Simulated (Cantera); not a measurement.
A closed system holds: 1 mol CH3SiCl3, 0.011 mol C2H2, 3.2 mol H2, at 0.00220 bar.

Cantera equilibrium calculation (NASA polynomials, part measured and part estimated; ideal gas, pure solids and liquids). Candidate condensed phases: C, C6H6, C7H8, C8H18, Si, SiC; 109 gas species. The feed counts by its element totals alone. The tables' values for SiCl, SiCl3 are old estimates; treat these amounts as uncertain. Gases not in the tables: Si2H6 and higher silanes. The numbers say what is thermodynamically allowed, not how fast it happens.

x: gas mole fraction; n: condensed amount in mol.

| T (K) | x H2 | x HCl | x H | x Cl | x Si | x SiCl2 | x SiC2 | n C(graphite) | n SiC(s) |
|---|---|---|---|---|---|---|---|---|---|
| 1600 | 0.532 | 0.452 | 0.000845 | 0.000569 | 4.66e-7 | 0.0140 | 1.81e-9 | 0.112 | 0.909 |
| 1700 | 0.536 | 0.441 | 0.00230 | 0.00147 | 4.58e-6 | 0.0193 | 3.59e-8 | 0.144 | 0.877 |
| 1800 | 0.539 | 0.426 | 0.00561 | 0.00339 | 3.48e-5 | 0.0251 | 5.07e-7 | 0.180 | 0.841 |
| 1900 | 0.540 | 0.408 | 0.0124 | 0.00709 | 0.000213 | 0.0310 | 5.39e-6 | 0.218 | 0.801 |
| 2000 | 0.537 | 0.385 | 0.0254 | 0.0136 | 0.00109 | 0.0363 | 4.49e-5 | 0.260 | 0.756 |
| 2100 | 0.524 | 0.356 | 0.0481 | 0.0240 | 0.00473 | 0.0403 | 0.000305 | 0.318 | ___ |
| 2200 | 0.493 | 0.315 | 0.0843 | 0.0392 | 0.0180 | 0.0416 | 0.00173 | 0.439 | ___ |
| 2300 | 0.428 | 0.255 | 0.135 | 0.0578 | 0.0608 | 0.0381 | 0.00840 | 0.792 | ___ |
| 2400 | 0.355 | 0.229 | 0.202 | 0.0929 | 0.0743 | 0.0177 | 0.0143 | 0.717 | 0 |
| 2500 | 0.285 | 0.185 | 0.286 | 0.131 | 0.0760 | 0.00622 | 0.0197 | 0.585 | 0 |
| 2600 | 0.216 | 0.133 | 0.381 | 0.164 | 0.0705 | 0.00178 | 0.0241 | 0.422 | 0 |

### Question
Complete the blanks.

### Answer

- 2100, n SiC(s): 0.689
- 2200, n SiC(s): 0.535
- 2300, n SiC(s): 0.0378
